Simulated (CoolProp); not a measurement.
CHF3 (R23) along the isotherm 201.85 °C: fugacity coefficient from the reference equation and from simpler models built on Tc = 26.1 °C, pc = 4.832 MPa, ω = 0.263; each cubic takes its own stable root.

Model: reference Helmholtz-energy equation of state, Penoncello 2003, in CoolProp.

```
p (MPa)          phase  reference
-------  -------------  ---------
0.518              gas     0.9935
1.04               gas     0.9870
1.55               gas     0.9807
2.07               gas     0.9744
2.59               gas     0.9682
3.11               gas     0.9620
3.62               gas     0.9561
4.14               gas     0.9501
4.66               gas     0.9442
5.18     supercritical     0.9384
5.69     supercritical     0.9328
6.21     supercritical     0.9272
6.73     supercritical     0.9217
7.25     supercritical     0.9163
```

How far does each simpler model (van der Waals, Redlich-Kwong, Soave-Redlich-Kwong) lie from the reference over these 14 states: mean and median of the absolute difference, and the worst?


- van der Waals: mean 2.4 %, median 2.3 %, worst -4.5 % at 201.85 °C and 7.25 MPa
- Redlich-Kwong: mean 1.5 %, median 1.5 %, worst -2.6 % at 201.85 °C and 7.25 MPa
- Soave-Redlich-Kwong: mean 1.4 %, median 1.3 %, worst +2.6 % at 201.85 °C and 7.25 MPa
